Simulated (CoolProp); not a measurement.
Vapour-liquid equilibrium of R134a (1) + methanol (2) at 344 K; x and y are mole fractions of (1).

The numbers come from the multi-fluid Helmholtz-energy mixture model, Tillner-Roth 1994 and de Reuck 1993; pair parameters Bell 2016 in CoolProp.

### Question
Give the bubble pressure and the first vapour's composition at x = 0.05, 0.5, 0.65. Is there an azeotrope?

### Answer
x = 0.05: 402.1 kPa, y = 0.676; x = 0.5: 1341 kPa, y = 0.908; x = 0.65: 1522 kPa, y = 0.928. No azeotrope shows between x = 0.05 and 0.95.

The pair parameters rest on a limited set of measurements; away from them the model extrapolates. The gap from Raoult's law changes sign with composition, which may be real or a fault of the pair parameters; it wasn't checked against measurements. With so large a gap from Raoult's law the liquid may split in two, which this calculation doesn't test in full.
